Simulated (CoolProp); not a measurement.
Properties of R152A along the isobar 4.1 MPa (Tc = 113.3 °C, pc = 4.517 MPa, ω = 0.275).

Values from CoolProp's reference Helmholtz-energy equation of state, Outcalt 1996. It is a modified Benedict-Webb-Rubin equation, recast in Helmholtz form.

```
T (°C)    phase       Z  speed of sound (m/s)  isothermal compressibility (1/MPa)  viscosity (µPa s)  Prandtl number
-------  ------  ------  --------------------  ----------------------------------  -----------------  --------------
-112.35  liquid  0.1710                  1364                           0.0006650               1730            14.5
-86.25   liquid  0.1532                  1214                           0.0008781                854            8.03
-60.15   liquid  0.1404                  1085                            0.001159                519            5.50
-34.05   liquid  0.1312                 961.9                            0.001561                351            4.25
-7.85    liquid  0.1246                 839.3                            0.002184                251            3.50
18.25    liquid  0.1205                 716.7                            0.003233                185            3.01
44.35    liquid  0.1189                 590.8                            0.005272                137            2.67
70.55    liquid  0.1211                 455.5                             0.01041                101            2.47
96.65    liquid  0.1325                 293.0                             0.03656               69.9            2.60
122.75      gas  0.5955                 164.0                              0.4965               17.5            1.25
148.95      gas  0.7168                 191.6                              0.3577               17.2           0.981
175.05      gas  0.7861                 210.2                              0.3154               17.7           0.904
201.15      gas  0.8335                 225.1                              0.2940               18.3           0.868
```

Viscosity comes from a separate model (Bell 2016), an estimate that may be off by 10 % or more. Thermal conductivity comes from a separate model (Krauss 1996).
